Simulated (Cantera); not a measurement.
Input: 1 mol Si, 5.2 mol Cl₂, at 702 °C and 0.133 bar.

Equilibrium computed with Cantera from the NASA thermochemical tables; the gas is ideal and each condensed phase is pure. Candidate condensed phases: Si; 9 gas species. The numbers say what is thermodynamically allowed, not how fast it happens.

Base state: Cl₂ 0.761, SiCl₄ 0.238, Cl 0.000633 (mole fractions); condensed: gas only.

What changes in the equilibrium state with this change: temperature from 702 °C to 902 °C?


```csv
species,before,after
Cl₂,0.761,0.754
SiCl₄,0.238,0.237
Cl,0.000633,0.00861
```
